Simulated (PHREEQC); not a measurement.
## Alkaline etch or developer (model solution)

A solution holds 0.016 mol LiOH per kg of water, at 25 °C. Closed to the air; pH follows from the charge balance.

Equilibrium calculation in PHREEQC: Pitzer model, pitzer.dat.

No solid was allowed to form.

Problem. What pH, osmotic coefficient, specific conductance does the model give?

Solution. pH 12.14; osmotic coefficient 0.959; specific conductance 3470 µS/cm.

Species that the database lacks are ignored.
